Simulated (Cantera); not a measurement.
Cantera run:

```python
import numpy as np
import cantera as ct

gas_names = """
    N NO NO2 NO3 N2 N2O O O2 O3 Si SiN SiO SiO2 Si2 Si2N Si3
""".split()
cond_names = """
    Si(cr) Si(L) SiO2(Lqz) SiO2(hqz) SiO2(L) Si2N2O(s) Si3N4(a)
""".split()


# ... load() reads the species with a 1 bar reference pressure and builds the phases ...
atoms = {
    'Si': {'Si': 1},
    'O2': {'O': 2},
    'N2': {'N': 2},
    'N2O': {'N': 2, 'O': 1},
}
top_T = {'Si2N2O(s)': 2100, 'Si3N4(a)': 2400}  # K; cautious upper limits of use, not melting points


# ... equilibrate(T, P, feed) seeds the gas with the atoms and calls Mixture.equilibrate('TP', solver="vcs", rtol=1e-11, max_steps=5000) ...
results = []
feed = {'Si': 1, 'O2': 0.0077, 'N2': 60, 'N2O': 0.16}  # mol
P = 13  # Pa
for T in [923, 1023, 1123, 1223, 1323, 1423, 1523, 1623, 1723, 1823, 1923, 2023, 2123, 2223]:
    mix = equilibrate(T, P, feed)
    results.append((T, P, feed, dict(zip(mix.species_names, mix.species_moles))))

top = {s: max(r[3][s] / sum(r[3][g] for g in gas_names) for r in results) for s in gas_names}
cols = sorted((s for s in top if top[s] > 0.001), key=lambda s: -top[s])[:7]
seen = [c for c in cond_names if any(r[3].get(c, 0) > 1e-12 for r in results)]
print("log10 of partial pressures in bar; condensed amounts in mol")
print(f"{'T/K':>10s}" + "".join(f"{s[:9]:>10s}" for s in cols + seen))
for T, P, feed, n in results:
    ng = sum(n[g] for g in gas_names)
    print(f"{T:10.4g}" + "".join(f"{np.log10(max(n[s] / ng * P / 1e5, 1e-99)):10.3f}" for s in cols)
          + "".join(f"{n.get(c, 0):10.4g}" for c in seen))
```

Result:

```
log10 of partial pressures in bar; condensed amounts in mol
       T/K        N2        Si       SiO    Si(cr)     Si(L) Si2N2O(s)  Si3N4(a)
       923    -3.886   -23.388   -18.917         0         0    0.1754    0.2164
      1023    -3.886   -19.534   -15.667         0         0    0.1754    0.2164
      1123    -3.886   -16.371   -13.005         0         0    0.1754    0.2164
      1223    -3.886   -13.729   -10.785         0         0    0.1754    0.2164
      1323    -3.886   -11.491    -8.907         0         0    0.1748    0.2166
      1423    -3.886    -9.571    -7.298         0         0    0.1523     0.224
      1523    -3.887    -7.906    -6.419         0         0         0    0.2729
      1623    -3.888    -6.806    -6.423    0.7484         0         0         0
      1723    -3.891    -6.007    -6.426         0    0.3455         0         0
      1823    -3.893    -5.763    -6.428         0         0         0         0
      1923    -3.893    -5.759    -6.428         0         0         0         0
      2023    -3.893    -5.758    -6.428         0         0         0         0
      2123    -3.893    -5.757    -6.428         0         0         0         0
      2223    -3.893    -5.757    -6.428         0         0         0         0
```

Equilibrium computed with Cantera from the NASA thermochemical tables; the gas is ideal and each condensed phase is pure. Mutual solubility and eutectic melting of coexisting phases are not modelled. The tables' values for SiN are old estimates; treat these amounts as uncertain.
